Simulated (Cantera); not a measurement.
What does this Cantera script print?

```python
import numpy as np
import cantera as ct

gas_names = [...]  # 151 gases of nasa_gas.yaml made of C, H, N, O, Si
cond_names = """
    C(gr) C6H6(L) C7H8(L) C8H18(L),n-octa H2O(s) H2O(L) Si(cr) Si(L) SiC(b) SiO2(Lqz) SiO2(hqz) SiO2(L)
    Si2N2O(s) Si3N4(a)
""".split()


# ... load() reads the species with a 1 bar reference pressure and builds the phases ...
atoms = {
    'HMDSO': {'Si': 2, 'C': 6, 'H': 18, 'O': 1},
    'N2O': {'N': 2, 'O': 1},
}
top_T = {'C(gr)': 4500, 'SiC(b)': 3050, 'Si2N2O(s)': 2100, 'Si3N4(a)': 2400}  # K; cautious upper limits of use, not melting points


# ... equilibrate(T, P, feed) seeds the gas with the atoms and calls Mixture.equilibrate('TP', solver="vcs", rtol=1e-11, max_steps=5000) ...
results = []
feed = {'HMDSO': 1, 'N2O': 33}  # mol
P = 86000  # Pa
for T in [1273, 1323, 1373, 1423, 1473, 1523, 1573, 1623, 1673, 1723, 1773, 1823, 1873]:
    mix = equilibrate(T, P, feed)
    results.append((T, P, feed, dict(zip(mix.species_names, mix.species_moles))))
    x = sorted(zip(gas.X, gas.species_names), reverse=True)
    print(f"T = {T:g} K  P = {P:g} Pa  gas = {mix.phase_moles(0):.4g} mol")
    print("   x: " + "  ".join(f"{s} {v:.3e}" for v, s in x if v > 1e-06))
    print("   condensed (mol): " + ("  ".join(f"{mix.phase(i).name} {mix.phase_moles(i):.4g}"
          for i in range(1, mix.n_phases) if mix.phase_moles(i) > 1e-12) or "none"))
```

Output:

```
T = 1273 K  P = 86000 Pa  gas = 52.5 mol
   x: N2 6.285e-01  H2O 1.714e-01  CO2 1.143e-01  O2 8.562e-02  NO 1.886e-04  OH 8.286e-06  NO2 1.361e-06
   condensed (mol): SiO2(hqz) 2
T = 1323 K  P = 86000 Pa  gas = 52.5 mol
   x: N2 6.284e-01  H2O 1.714e-01  CO2 1.143e-01  O2 8.558e-02  NO 2.614e-04  OH 1.482e-05  NO2 1.536e-06
   condensed (mol): SiO2(hqz) 2
T = 1373 K  P = 86000 Pa  gas = 52.5 mol
   x: N2 6.284e-01  H2O 1.714e-01  CO2 1.143e-01  O2 8.553e-02  NO 3.538e-04  OH 2.539e-05  NO2 1.719e-06
   condensed (mol): SiO2(hqz) 2
T = 1423 K  P = 86000 Pa  gas = 52.5 mol
   x: N2 6.283e-01  H2O 1.714e-01  CO2 1.143e-01  O2 8.547e-02  NO 4.687e-04  OH 4.191e-05  NO2 1.909e-06
   condensed (mol): SiO2(hqz) 2
T = 1473 K  P = 86000 Pa  gas = 52.5 mol
   x: N2 6.283e-01  H2O 1.714e-01  CO2 1.143e-01  O2 8.539e-02  NO 6.090e-04  OH 6.685e-05  NO2 2.105e-06  CO 1.367e-06
   condensed (mol): SiO2(hqz) 2
T = 1523 K  P = 86000 Pa  gas = 52.5 mol
   x: N2 6.282e-01  H2O 1.714e-01  CO2 1.143e-01  O2 8.530e-02  NO 7.779e-04  OH 1.034e-04  CO 2.900e-06  NO2 2.307e-06  O 1.737e-06  H2 1.621e-06
   condensed (mol): SiO2(hqz) 2
T = 1573 K  P = 86000 Pa  gas = 52.5 mol
   x: N2 6.281e-01  H2O 1.713e-01  CO2 1.143e-01  O2 8.518e-02  NO 9.780e-04  OH 1.556e-04  CO 5.864e-06  O 3.287e-06  H2 3.040e-06  NO2 2.513e-06
   condensed (mol): SiO2(hqz) 2
T = 1623 K  P = 86000 Pa  gas = 52.5 mol
   x: N2 6.279e-01  H2O 1.713e-01  CO2 1.143e-01  O2 8.505e-02  NO 1.212e-03  OH 2.282e-04  CO 1.135e-05  O 5.981e-06  H2 5.487e-06  NO2 2.722e-06
   condensed (mol): SiO2(hqz) 2
T = 1673 K  P = 86000 Pa  gas = 52.51 mol
   x: N2 6.278e-01  H2O 1.712e-01  CO2 1.143e-01  O2 8.489e-02  NO 1.483e-03  OH 3.271e-04  CO 2.110e-05  O 1.050e-05  H2 9.564e-06  NO2 2.935e-06
   condensed (mol): SiO2(hqz) 2
T = 1723 K  P = 86000 Pa  gas = 52.51 mol
   x: N2 6.276e-01  H2O 1.712e-01  CO2 1.142e-01  O2 8.471e-02  NO 1.792e-03  OH 4.591e-04  CO 3.784e-05  O 1.784e-05  H2 1.615e-05  NO2 3.150e-06
   condensed (mol): SiO2(L) 2
T = 1773 K  P = 86000 Pa  gas = 52.51 mol
   x: N2 6.274e-01  H2O 1.710e-01  CO2 1.142e-01  O2 8.449e-02  NO 2.143e-03  OH 6.321e-04  CO 6.562e-05  O 2.943e-05  H2 2.648e-05  NO2 3.366e-06  H 1.578e-06
   condensed (mol): SiO2(L) 2
T = 1823 K  P = 86000 Pa  gas = 52.52 mol
   x: N2 6.271e-01  H2O 1.709e-01  CO2 1.141e-01  O2 8.425e-02  NO 2.537e-03  OH 8.548e-04  CO 1.104e-04  O 4.722e-05  H2 4.226e-05  NO2 3.584e-06  H 3.037e-06
   condensed (mol): SiO2(L) 2
T = 1873 K  P = 86000 Pa  gas = 52.52 mol
   x: N2 6.268e-01  H2O 1.707e-01  CO2 1.141e-01  O2 8.399e-02  NO 2.975e-03  OH 1.137e-03  CO 1.805e-04  O 7.387e-05  H2 6.579e-05  H 5.645e-06  NO2 3.801e-06  HO2 1.042e-06
   condensed (mol): SiO2(L) 2
```

Cantera equilibrium calculation (NASA polynomials, part measured and part estimated; ideal gas, pure solids and liquids). The feed counts by its element totals alone. The tables hold silica as quartz up to 1696 K and as liquid above; real silica turns to tridymite and cristobalite and melts near 1996 K. Gases not in the tables: Si(OH)4.
